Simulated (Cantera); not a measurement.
Mixture: CO : H2 : O2 : N2 = 1 : 0.87 : 0.468 : 1.76 (molar parts), equivalence ratio 2.0, at 10.0 bar, adiabatic and at constant pressure. Ignition delay is the time to a rise of 400 K.

Model: GRI-Mech 3.0 (53 species, 325 reactions), integrated in Cantera. The hydrogen kinetics of GRI-Mech 3.0 are dated; newer H2 mechanisms differ, most at raised pressure. Where the delays flatten at high temperature, the 400 K rule measures the pace of heat release, not the induction time.

**Question.** What does this change do: pressure from 10.0 bar to 35.0 bar?

**Answer.** 
```csv
quantity,before,after
delay at 1150 K,79.2 µs,0.107 ms
delay at 1300 K,5.91 µs,9.53 µs
delay at 1450 K,2.33 µs,1.31 µs
delay at 1600 K,1.39 µs,0.480 µs
```
The pressure lies above the range GRI-Mech 3.0 was tuned for (to about 10 atm).

**Question.** What does this change do: constant volume in place of constant pressure?

**Answer.** 
```json
[
 {"quantity": "delay at 1150 K", "before": "79.2 µs", "after": "74.8 µs"},
 {"quantity": "delay at 1300 K", "before": "5.91 µs", "after": "5.67 µs"},
 {"quantity": "delay at 1450 K", "before": "2.33 µs", "after": "2.20 µs"},
 {"quantity": "delay at 1600 K", "before": "1.39 µs", "after": "1.29 µs"}
]
```
